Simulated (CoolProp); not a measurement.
Vapour-liquid equilibrium of propylene (1) + cyclohexane (2) at 37.55 °C; x and y are mole fractions of (1).

Computed with CoolProp (multi-fluid Helmholtz-energy mixture model, Lemmon 2013 and Zhou 2014; pair parameters Bell 2016).

```csv
x,bubble pressure (kPa),y at the bubble point,dew pressure at overall composition x (kPa),liquid density (mol/L)
0.05,110.1,0.800,23.49,9.196
0.15,276.3,(withheld),26.25,9.488
0.25,432.2,0.953,29.75,9.787
0.35,580.1,0.967,34.31,10.09
0.45,722.3,0.975,40.51,10.40
0.55,861.1,0.981,49.45,(withheld)
0.65,999.4,0.986,63.44,10.99
0.75,1141,0.990,88.43,11.24
0.85,1291,0.993,145.8,(withheld)
0.95,1461,0.998,408.8,11.52
```

**Question.** Complete the blanks.

**Answer.** 
- 0.15, y at the bubble point: 0.923
- 0.55, liquid density (mol/L): 10.70
- 0.85, liquid density (mol/L): 11.44

No azeotrope shows between x = 0.05 and 0.95.

Pair parameters are fitted to limited data, so mixtures are less certain than the pure fluids. The gap from Raoult's law changes sign with composition, which may be real or a fault of the pair parameters; it wasn't checked against measurements.
